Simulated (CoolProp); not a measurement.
The fluid at 394.94 K and 6.19 MPa is throttled through a valve to 3.2 MPa with no heat exchange. The same conditions are run with several fluids, on thermodynamics alone (safety and materials aside).

Model: reference Helmholtz-energy equation of state of each fluid (isohexane: Lemmon 2006; n-perfluorohexane: Gao 2022; R1233zd(E): Akasaka 2022; cis-2-butene: Lemmon 2005; R245fa: Akasaka 2015), in CoolProp.

**Question.** Rank isohexane, n-perfluorohexane, R1233zd(E), cis-2-butene, R245fa by temperature change (K), highest first.

**Answer.** isohexane (+0.4), n-perfluorohexane (-0.1), R1233zd(E) (-0.9), cis-2-butene (-1.2), R245fa (-1.3)

```csv
fluid,final density (kg/m³)
isohexane,556
n-perfluorohexane,1380
R1233zd(E),992
cis-2-butene,479
R245fa,1020
```
